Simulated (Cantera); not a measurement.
Input: 1 mol Cu2O, 400 mol H2, 76 mol N2, equilibrated at 5000 Pa.

These are equilibrium values from Cantera (NASA tables, ideal gas, pure condensed phases), not measurements of a reactor. Candidate condensed phases: Cu, CuO, Cu(OH)2, Cu2O, H2O; 27 gas species. Equilibrium is a limit: real reactors are often held back by kinetics, nucleation or transport.

Question: At 1352 °C, list the 5 most abundant gas species with their mole fractions, and the condensed phases.

Answer: H2 0.837, N2 0.159, H2O 0.00210, Cu 0.00114, H 0.000289. Condensed: Cu(l).
